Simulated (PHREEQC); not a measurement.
Consider water at 50 °C with 0.0057 mol NaHCO3 per kg of water. Closed to the air; pH follows from the charge balance.

Model: ion-association model, phreeqc.dat, run in PHREEQC.

| quantity | before | after |
|---|---|---|
| pH | 8.09 | 8.08 |
| CO2 (mol/kgw) | 7.99e-5 | 1.73e-5 |
| CO3-2 (mol/kgw) | 5.83e-5 | 9.97e-6 |

Problem. Which change was made?
A. NaHCO3 replaced by NH4HCO3 at the same molality
B. temperature from 50 to 35 °C
C. NaHCO3 from 0.0057 to 0.00114 mol/kgw
D. diluted 100-fold with water
E. NaHCO3 from 0.0057 to 0.00057 mol/kgw

Solution. C, NaHCO3 from 0.0057 to 0.00114 mol/kgw

This is a speciation only: nothing precipitates in the calculation. Constants without temperature data keep their 25 °C values here.
